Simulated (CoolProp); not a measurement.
Values from CoolProp's reference Helmholtz-energy equation of state, McLinden 2015.

Task: For the fluoroketone C6F12O (FK-5-1-12), give the phase and the cv (kJ/(kg K)), fugacity coefficient at 239.8 K and 47.8 bar; 324.7 K and 47.8 bar; 343.6 K and 47.8 bar.

Result: 
- 239.8 K and 47.8 bar: liquid; cv 0.876, fugacity coefficient 0.000502
- 324.7 K and 47.8 bar: liquid; cv 0.902, fugacity coefficient 0.0309
- 343.6 K and 47.8 bar: liquid; cv 0.917, fugacity coefficient 0.0538
